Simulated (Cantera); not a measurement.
An isothermal, constant-pressure homogeneous reactor starts with 5.56 % CH4, 94.4 % N2, at 1425 K and 100.0 Torr.

Computed with Cantera and GRI-Mech 3.0 (53 species, 325 reactions). GRI-Mech 3.0 stops at C3 and has no aromatics, soot or wall deposition, so with more carbon than oxygen in the feed, carbon stays in small species such as C2H2 where larger ones or solid carbon would form.

One state of this run: x CH4 = 0.0477; x C2H4 = 0.000570; x CH2 = 2.27e-9; x C2H = 2.17e-10; x H2 = 0.0106. x: mole fraction; the columns are a selection and need not sum to one.

Question: Which value of t (s) does it belong to?
A) 0.499
B) 3.00e-5
C) 2.00
D) 0.000482

Answer: C, 2.00
